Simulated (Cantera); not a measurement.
A closed system holds: 1 mol CH3F, 0.14 mol Si, 12 mol H2, held at 850 °C and 2.40 Pa.

Cantera equilibrium calculation (NASA polynomials, part measured and part estimated; ideal gas, pure solids and liquids). Candidate condensed phases: C, C6H6, C7H8, C8H18, Si, SiC; 113 gas species. The tables' values for SiF3 are old estimates; treat these amounts as uncertain. The numbers say what is thermodynamically allowed, not how fast it happens.

Base state: H2 0.958, HF 0.0318, SiF4 0.0101, SiF3 2.39e-5 (mole fractions); condensed: C(graphite).

Task: What changes in the equilibrium state with this change: temperature from 850 °C to 2402 °C?

Result: 
```csv
species,before,after
H,8.54e-6,0.927
HF,0.0318,0.0258
C,<1e-9,0.0173
H2,0.958,0.00774
SiF4,0.0101,<1e-9
Si,<1e-9,0.00478
F,<1e-9,0.00987
C3,<1e-9,0.00480
"C(graphite), mol",1.000,0
```
The tables' values for SiF, SiF2 are old estimates; treat these amounts as uncertain.
